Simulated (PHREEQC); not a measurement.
Solution (48 °C): 0.09 mol CdCl2 and 0.043 mol MgSO4 per kg of water. Closed to the air; pH follows from the charge balance.

Equilibrium calculation in PHREEQC: ion-association model, wateq4f.dat.

No solid was allowed to form.

Q: Order these Cl species by the share of Cl that they hold, largest first: CdCl3-, CdCl+, Cl-, CdCl2.

A: Cl- (57 %), CdCl+ (28 %), CdCl2 (13 %), CdCl3- (1.7 %)

The pH is 5.47 and the ionic strength 0.202 mol/kgw. At this temperature some constants are extrapolated from 25 °C, and those without enthalpy data are left unchanged.
